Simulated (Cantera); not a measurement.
Cantera run, input and output.

```python
import numpy as np
import cantera as ct

gas = ct.Solution("gri30.yaml")
gas.TPX = 1775, 2666, {'CH4': 1, 'N2': 3.2}
reactor = ct.IdealGasConstPressureReactor(gas, energy="off", clone=False)
net = ct.ReactorNet([reactor])
net.rtol, net.atol = 1e-08, 1e-18
show = ['CH4', 'H2', 'HCN', 'C2H6', 'C2H2', 'H', 'C2H4']
times = np.geomspace(5e-06, 80, 14)

steps = ct.SolutionArray(gas, extra=["t"])
rows = []
print(f"{'t/s':>10s}{'T/K':>9s}{'P/Pa':>11s}" + "".join(f"{s:>11s}" for s in show))
for t in times:
    while net.time < t:
        t_next = net.step()
        steps.append(gas.state, t=t_next)
    rows.append([np.interp(t, steps.t, y) for y in (steps.T, steps.P, *steps(*show).X.T)])
    print(f"{t:10.3e}{rows[-1][0]:9.1f}{rows[-1][1]:11.4g}" + "".join(f"{x:11.3e}" for x in rows[-1][2:]))
rate = np.gradient(steps.T, steps.t)
print("integrator steps:", len(steps.t))
if steps.T.max() > steps.T[0] + 200:
    print(f"time of steepest temperature rise: {steps.t[rate.argmax()]:.4e} s")
gas.TPX = 1775, 2666, {'CH4': 1, 'N2': 3.2}
gas.equilibrate("TP")
print(f"equilibrium (TP): T = {gas.T:.1f} K  " + "  ".join(f"{s} {gas[s].X[0]:.3e}" for s in show))
```

It prints:

```
       t/s      T/K       P/Pa        CH4         H2        HCN       C2H6       C2H2          H       C2H4
 5.000e-06   1775.0       2666  2.381e-01  5.938e-07  2.213e-17  1.111e-13  7.465e-18  8.235e-07  1.060e-13
 1.791e-05   1775.0       2666  2.381e-01  3.917e-06  4.049e-16  8.157e-12  2.631e-15  1.160e-06  1.267e-11
 6.416e-05   1775.0       2666  2.381e-01  1.701e-05  6.285e-15  4.730e-10  1.355e-12  1.177e-06  1.711e-09
 2.299e-04   1775.0       2666  2.380e-01  6.423e-05  9.541e-14  2.135e-08  4.166e-10  1.193e-06  1.313e-07
 8.234e-04   1775.0       2666  2.376e-01  2.465e-04  2.107e-12  7.124e-07  8.787e-08  1.420e-06  7.043e-06
 2.950e-03   1775.0       2666  2.355e-01  1.517e-03  7.026e-11  1.444e-05  1.709e-05  4.513e-06  3.176e-04
 1.057e-02   1775.0       2666  2.061e-01  2.893e-02  1.322e-08  1.277e-04  3.393e-03  5.721e-05  8.165e-03
 3.785e-02   1775.0       2666  8.774e-02  1.770e-01  5.404e-07  4.962e-05  5.624e-02  2.971e-04  3.480e-03
 1.356e-01   1775.0       2666  2.404e-02  2.580e-01  2.493e-06  5.228e-06  8.574e-02  5.122e-04  2.655e-04
 4.858e-01   1775.0       2666  4.219e-03  2.826e-01  6.999e-06  2.653e-07  9.427e-02  7.826e-04  3.072e-05
 1.740e+00   1775.0       2666  7.189e-04  2.869e-01  1.410e-05  9.809e-09  9.577e-02  9.391e-04  2.069e-05
 6.234e+00   1775.0       2666  1.792e-04  2.876e-01  2.146e-05  6.970e-10  9.600e-02  9.564e-04  2.039e-05
 2.233e+01   1775.0       2666  8.960e-05  2.877e-01  3.096e-05  2.339e-10  9.603e-02  9.576e-04  2.039e-05
 8.000e+01   1775.0       2666  8.641e-05  2.877e-01  5.791e-05  2.231e-10  9.602e-02  9.576e-04  2.038e-05
integrator steps: 1535
equilibrium (TP): T = 1775.0 K  CH4 6.199e-05  H2 2.878e-01  HCN 9.861e-02  C2H6 1.126e-10  C2H2 4.676e-02  H 9.577e-04  C2H4 9.930e-06
```

Computed with Cantera and GRI-Mech 3.0 (53 species, 325 reactions). GRI-Mech 3.0 stops at C3 and has no aromatics, soot or wall deposition, so with more carbon than oxygen in the feed, carbon stays in small species such as C2H2 where larger ones or solid carbon would form. Radical loss at walls, strong at low pressure, is not modelled.
